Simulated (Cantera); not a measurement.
Charge: 1 mol NH₃, 4.1 mol H₂O, 9.9 mol N₂, equilibrated at 1623 K and 0.00460 bar.

Cantera equilibrium calculation (NASA polynomials, part measured and part estimated; ideal gas, pure solids and liquids). Candidate condensed phases: H₂O; 24 gas species. The numbers say what is thermodynamically allowed, not how fast it happens.

Question: What is the equilibrium state?

Answer: 
| Item | Value |
|---|---|
| x(N₂) | 0.650 |
| x(H₂O) | 0.256 |
| x(H₂) | 0.0936 |
| x(H) | 0.000312 |
| x(OH) | 3.57e-5 |
| x(NO) | 1.48e-6 |
| gas amount | 16.00 mol |
